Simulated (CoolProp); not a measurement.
A simple Rankine cycle with R365MFC: condensing at 320.15 K, boiler at 1.03 MPa, turbine inlet 438.1 K, turbine efficiency 0.8, pump efficiency 0.8, no recuperator. Each further row changes one setting.

Computed with CoolProp (reference Helmholtz-energy equation of state, Lemmon 2016).

```tsv
case	thermal efficiency (%)	net work (kJ/kg)	heat in (kJ/kg)	turbine exit temperature (K)	volume ratio over the turbine
as stated	(withheld)	35.0	308	(withheld)	8.37
turbine inlet 458.1 K	11.1	37.2	335	419.5	8.22
condensing temperature 312.15 K	12.5	39.8	320	394.7	11.0
boiler pressure 0.721 MPa	9.6	30.1	313	407.1	5.66
turbine efficiency 0.7	9.9	(withheld)	308	403.0	8.46
```

Q: Some entries are withheld; supply them.

A: 
- as stated, thermal efficiency (%): 11.4
- as stated, turbine exit temperature (K): 399.1
- turbine efficiency 0.7, net work (kJ/kg): 30.5
